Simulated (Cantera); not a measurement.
Reactions in the system H-Na-S

Standard-state values (1 bar) from the NASA 1993 polynomials, evaluated with Cantera. Values are per mole of reaction as written; species without (g) are pure solids or liquids, kept so even where they would boil at 1 bar.

2 Na(g) + H2S(g) ⇌ H2(g) + Na2S

```json
[
 {"T (K)": "1525", "ΔH° (kJ)": "-477.1", "ΔS° (J/K)": "-198.5", "ΔG° (kJ)": "-174.3", "log10 K": "5.97"},
 {"T (K)": "1625", "ΔH° (kJ)": "-474.0", "ΔS° (J/K)": "-196.6", "ΔG° (kJ)": "-154.5", "log10 K": "4.97"},
 {"T (K)": "1725", "ΔH° (kJ)": "-470.9", "ΔS° (J/K)": "-194.7", "ΔG° (kJ)": "-135.0", "log10 K": "4.09"},
 {"T (K)": "1825", "ΔH° (kJ)": "-467.8", "ΔS° (J/K)": "-193.0", "ΔG° (kJ)": "-115.6", "log10 K": "3.31"},
 {"T (K)": "1925", "ΔH° (kJ)": "-464.8", "ΔS° (J/K)": "-191.4", "ΔG° (kJ)": "-96.4", "log10 K": "2.61"},
 {"T (K)": "2025", "ΔH° (kJ)": "-461.8", "ΔS° (J/K)": "-189.9", "ΔG° (kJ)": "-77.3", "log10 K": "1.99"},
 {"T (K)": "2125", "ΔH° (kJ)": "-458.8", "ΔS° (J/K)": "-188.5", "ΔG° (kJ)": "-58.4", "log10 K": "1.43"}
]
```
